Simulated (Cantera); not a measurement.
Feed: 1 mol Si3H8, 2.7 mol HCl, 190 mol H2, equilibrated at 1.90 bar.

Equilibrium computed with Cantera from the NASA thermochemical tables; the gas is ideal and each condensed phase is pure. Candidate condensed phases: Si; 19 gas species. The feed counts by its element totals alone. Equilibrium is a limit: real reactors are often held back by kinetics, nucleation or transport.

Over these rows the condensed part is Si(s). Partial pressures as log10 of bar:

```csv
T (K),1000/T (1/K),log p SiHCl3,log p H2,log p HCl
1223,0.8177,-2.95,0.27,-1.72
1298,0.7704,-3.30,0.27,-1.66
1373,0.7283,?,0.27,-1.64
1448,0.6906,-4.08,0.27,-1.63
1523,0.6566,-4.44,0.27,-1.62
1598,0.6258,-4.78,0.27,-1.62
```

### Question
Fit log p(SiHCl3) = a + b·(1000/T) to the five rows, give the apparent enthalpy, and predict the row at 1373 K.

### Answer
Means: 1000/T = 0.7122, log p = -3.910. Sxy = 0.245090, Sxx = 0.0255404, so b = 9.60 and a = -3.910 − (9.60)×0.7122 = -10.75.
Apparent enthalpy: −19.145 × (9.60) = -184 kJ/mol. With the condensed phases at unit activity, Si(s) + 3 HCl(g) = SiHCl3(g) + H2(g) links this pressure to the main gases: over the six rows their terms move log p by +0.30 in all, so the slope isn't that reaction's ΔH° alone. The five rows lie within 0.05 of the line.
Prediction at 1373 K: -10.75 + (9.60)×0.7283 = -3.76. The computed value is -3.69, 0.07 from the line.
